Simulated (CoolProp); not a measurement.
Vapour-liquid equilibrium of R134a (1) + dimethyl ether (2) at 0.43 bar; x and y are mole fractions of (1).

Values from CoolProp's multi-fluid Helmholtz-energy mixture model, Tillner-Roth 1994 and Wu 2011; pair parameters Bell 2016.

### Question
Give the bubble temperature and the first vapour's composition at x = 0.05, 0.25, 0.45. Is there an azeotrope?

### Answer
x = 0.05: -42.5 °C, y = 0.035; x = 0.25: -41.5 °C, y = 0.223; x = 0.45: -41.2 °C, y = 0.456. y crosses x between x = 0.35 and 0.45: the model has an azeotrope there.

The pair parameters rest on a limited set of measurements; away from them the model extrapolates.
